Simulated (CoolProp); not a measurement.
Aqueous propylene glycol as a coolant, at -1 °C, 1 atm.

Computed with CoolProp (Melinder's fits for secondary coolants).

```tsv
mass %	freezing point (°C)	Prandtl number	viscosity (mPa s)	cp (kJ/(kg K))	density (kg/m³)
8.7	-2.4	?	2.70	4.076	1008
13.9	-4.4	27.3	3.38	4.009	1013
19.1	-6.7	35.9	?	3.945	1019
24.3	-9.4	?	5.58	3.879	1025
29.5	-12.5	64.7	7.30	3.807	1031
34.8	-16.2	?	9.63	3.726	1037
40	-20.6	118	12.6	?	1043
45.2	-26.0	157	16.3	3.543	1048
50.4	-32.8	205	20.8	3.441	1052
```

Task: Fill in the missing entries.

Result: 
- 8.7, Prandtl number: 21.1
- 19.1, viscosity (mPa s): 4.31
- 24.3, Prandtl number: 47.9
- 34.8, Prandtl number: 88.0
- 40, cp (kJ/(kg K)): 3.638
